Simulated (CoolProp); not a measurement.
C3F8 (R218) along the isobar 14.9 MPa: fugacity coefficient from the reference equation and from simpler models built on Tc = 345.0 K, pc = 2.640 MPa, ω = 0.317; each cubic takes its own stable root.

Values from CoolProp's reference Helmholtz-energy equation of state, Lemmon 2006. It is a short technical equation, of lower accuracy than the large ones.

```tsv
T (K)	phase	reference
139.4	liquid	5.667e-6
163.4	liquid	0.0001171
187.4	liquid	0.0009785
211.4	liquid	0.004600
235.4	liquid	0.01469
259.4	liquid	0.03578
283.3	liquid	0.07138
307.3	liquid	0.1233
331.3	liquid	0.1902
355.3	supercritical	0.2688
379.3	supercritical	0.3542
403.3	supercritical	0.4416
427.3	supercritical	0.5266
```

### Question
How far does each simpler model (van der Waals, Redlich-Kwong, Soave-Redlich-Kwong) lie from the reference over these 13 states: mean and median of the absolute difference, and the worst?

### Answer
- van der Waals: mean 11399.3 %, median 158.8 %, worst +126174.9 % at 139.4 K and 14.9 MPa
- Redlich-Kwong: mean 137.4 %, median 39.6 %, worst +716.3 % at 139.4 K and 14.9 MPa
- Soave-Redlich-Kwong: mean 6.5 %, median 6.6 %, worst +12.9 % at 139.4 K and 14.9 MPa
